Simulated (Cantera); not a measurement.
## Thermodynamics of oxide etching and cleaning by halides, feed TiO2 + HCl + O2

Charge: 1 mol TiO2, 33 mol HCl, 1.6 mol O2, equilibrated at 41.0 Pa.

Equilibrium computed with Cantera from the NASA thermochemical tables; the gas is ideal and each condensed phase is pure. Candidate condensed phases: H2O, Ti, TiCl2, TiCl3, TiCl4, TiO, TiO2, Ti2O3, Ti3O5, Ti4O7; 23 gas species. Condensed phases not in the tables: TiOCl. The numbers say what is thermodynamically allowed, not how fast it happens.

| T (°C) | x HCl | x H2O | x Cl2 | x Cl | x O2 | n TiO2(rutile) |
|---|---|---|---|---|---|---|
| 475 | 0.841 | 0.0741 | 0.0741 | 3.46e-5 | 0.0109 | 1.00 |
| 550 | 0.867 | 0.0571 | 0.0570 | 0.000185 | 0.0190 | 1.00 |
| 625 | 0.886 | 0.0440 | 0.0436 | 0.000735 | 0.0253 | 1.00 |
| 700 | 0.900 | 0.0347 | 0.0335 | 0.00232 | 0.0296 | 1.00 |
| 775 | 0.907 | 0.0287 | 0.0256 | 0.00609 | 0.0324 | 1.000 |
| 850 | 0.908 | 0.0255 | 0.0187 | 0.0135 | 0.0338 | 1.000 |
| 925 | 0.903 | 0.0253 | 0.0125 | 0.0255 | 0.0336 | 1.000 |
| 1000 | 0.891 | 0.0282 | 0.00747 | 0.0414 | 0.0318 | 1.000 |
x: gas mole fraction; n: condensed amount in mol.

From 475 °C to 1000 °C the condensed part is TiO2(rutile).
